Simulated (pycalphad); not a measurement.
# Effect of Si content in Al-Si-Mn

All values are pycalphad results on the COST 507 light-alloy database (1999) (1 atm), not direct measurements. The database dates from 1999; later assessments differ in places, in temperatures and in the compounds included. Phase fractions are per mole of atoms.

```
alloy                      liquidus (°C)   first solid  solidus (°C)                                      phases at 327 °C
-------------------------  -------------  ------------  ------------  ----------------------------------------------------
Al-1.733Si-5.074Mn (wt.%)            739   ALMNSI_BETA           641                           fcc 0.85, ALMNSI_ALPHA 0.15
Al-2.31Si-5.073Mn (wt.%)             741   ALMNSI_BETA           620  fcc 0.85, ALMNSI_ALPHA 0.15, diamond (Si) under 0.01
Al-3.463Si-5.071Mn (wt.%)            742   ALMNSI_BETA           576        fcc 0.84, ALMNSI_ALPHA 0.15, diamond (Si) 0.02
Al-4.615Si-5.069Mn (wt.%)            741   ALMNSI_BETA           576        fcc 0.83, ALMNSI_ALPHA 0.15, diamond (Si) 0.03
Al-9.214Si-5.059Mn (wt.%)            733  ALMNSI_ALPHA           576        fcc 0.78, ALMNSI_ALPHA 0.15, diamond (Si) 0.07
```

Database names, with the compositions (at.%) that they take in these runs: ALMNSI_BETA: Al 68-70 Mn 23 Si 7-9; ALMNSI_ALPHA: Al 70-74 Mn 17 Si 9-13.
